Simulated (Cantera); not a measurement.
Input (Python, Cantera) and output of one run.

```python
import numpy as np
import cantera as ct

gas_names = [...]  # 93 gases of nasa_gas.yaml made of C, H, N, Ti
cond_names = """
    C(gr) C6H6(L) C7H8(L) C8H18(L),n-octa Ti(a) Ti(b) Ti(L) TiC(s) TiC(L) TiN(s) TiN(L)
""".split()


# ... load() reads the species with a 1 bar reference pressure and builds the phases ...
atoms = {
    'Ti(NMe2)4': {'Ti': 1, 'C': 8, 'H': 24, 'N': 4},
    'CH4': {'C': 1, 'H': 4},
}
top_T = {'C(gr)': 4500}  # K; cautious upper limits of use, not melting points


# ... equilibrate(T, P, feed) seeds the gas with the atoms and calls Mixture.equilibrate('TP', solver="vcs", rtol=1e-11, max_steps=5000) ...
results = []
feed = {'Ti(NMe2)4': 1, 'CH4': 0.41}  # mol
P = 1000  # Pa
for T in [1500, 1550, 1600, 1650, 1700, 1750, 1800, 1850, 1900]:
    mix = equilibrate(T, P, feed)
    results.append((T, P, feed, dict(zip(mix.species_names, mix.species_moles))))

top = {s: max(r[3][s] / sum(r[3][g] for g in gas_names) for r in results) for s in gas_names}
cols = sorted((s for s in top if top[s] > 1e-06), key=lambda s: -top[s])[:9]
seen = [c for c in cond_names if any(r[3].get(c, 0) > 1e-12 for r in results)]
print("log10 of partial pressures in bar; condensed amounts in mol")
print(f"{'T/K':>10s}" + "".join(f"{s[:9]:>10s}" for s in cols + seen))
for T, P, feed, n in results:
    ng = sum(n[g] for g in gas_names)
    print(f"{T:10.4g}" + "".join(f"{np.log10(max(n[s] / ng * P / 1e5, 1e-99)):10.3f}" for s in cols)
          + "".join(f"{n.get(c, 0):10.4g}" for c in seen))
```

Result:

```
log10 of partial pressures in bar; condensed amounts in mol
       T/K        H2        N2         H       HCN C2H2,acet       HNC       CH4     C(gr)    TiC(s)
      1500    -2.063    -2.870    -5.786    -5.443    -7.108    -7.215    -6.716     7.404         1
      1550    -2.063    -2.871    -5.533    -5.295    -6.858    -6.999    -6.818     7.402         1
      1600    -2.063    -2.871    -5.296    -5.156    -6.624    -6.797    -6.914     7.399         1
      1650    -2.064    -2.872    -5.074    -5.026    -6.405    -6.607    -7.004     7.394         1
      1700    -2.064    -2.872    -4.864    -4.904    -6.198    -6.428    -7.088     7.389         1
      1750    -2.064    -2.873    -4.666    -4.789    -6.004    -6.260    -7.168     7.382         1
      1800    -2.065    -2.874    -4.479    -4.681    -5.821    -6.102    -7.244     7.373         1
      1850    -2.066    -2.875    -4.302    -4.580    -5.649    -5.953    -7.316     7.362         1
      1900    -2.067    -2.877    -4.134    -4.484    -5.486    -5.812    -7.385     7.349         1
```

Method: chemical equilibrium by Gibbs-energy minimisation in Cantera with the NASA 1993 tables (ideal gas, pure condensed phases). The feed counts by its element totals alone. TiC: taken at fixed stoichiometry.
